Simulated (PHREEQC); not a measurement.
Solution (20 °C): 1.3 mmol/kgw HF, 2.6 mmol/kgw KF and 0.12 mmol/kgw H4SiO4. Closed to the air; pH follows from the charge balance.

Equilibrium calculation in PHREEQC: ion-association model, phreeqc.dat.

```json
[
 {"quantity": "pH", "before": "3.66", "after": "3.51"},
 {"quantity": "ionic strength (mol/kgw)", "before": "0.00291", "after": "0.00309"},
 {"quantity": "F- (mol/kgw)", "before": "0.00267", "after": "0.00186"},
 {"quantity": "HF (mol/kgw)", "before": "0.000755", "after": "0.000748"},
 {"quantity": "H4SiO4 (mol/kgw)", "before": "4.33e-5", "after": "6.54e-5"},
 {"quantity": "HF2- (mol/kgw)", "before": "7.42e-6", "after": "5.13e-6"},
 {"quantity": "SI of Quartz (SiO2)", "before": "-0.31", "after": "-0.13"}
]
```

Question: Name the change that produced these shifts.
(A) H4SiO4 replaced by Na2SiF6 at the same molality
(B) 0.00035 mol/kgw Fe(NO3)3 added
(C) HF from 0.0013 to 0.00143 mol/kgw
(D) diluted 10-fold with water
(E) HF from 0.0013 to 0.00026 mol/kgw

Answer: B, 0.00035 mol/kgw Fe(NO3)3 added

Precipitation was switched off in this run. Some of these states are supersaturated (in Hematite (slow to form), Goethite (slow to form), for instance). SiF6-2 is the database's only silicon fluoride. Fluoro complexes past AlF4- and FeF3 are missing from the database.
